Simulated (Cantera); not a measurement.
An adiabatic, constant-pressure homogeneous reactor starts with CH₄ : O₂ : N₂ = 1 : 2.5 : 9.4 (molar parts), equivalence ratio 0.80, at 1575 K and 37000 Pa.

Computed with Cantera and GRI-Mech 3.0 (53 species, 325 reactions).

One state of this run: T (K) = 1620; x CH₄ = 0.0661; x O₂ = 0.185; x CO = 0.00315; x NO₂ = 4.77e-12; x C₂H₄ = 0.000864. x: mole fraction; the columns are a selection and need not sum to one.

Problem. Which value of t (s) does it belong to?
A) 0.00783
B) 0.00110
C) 2.14e-5
D) 5.73e-5

Solution. B, 0.00110
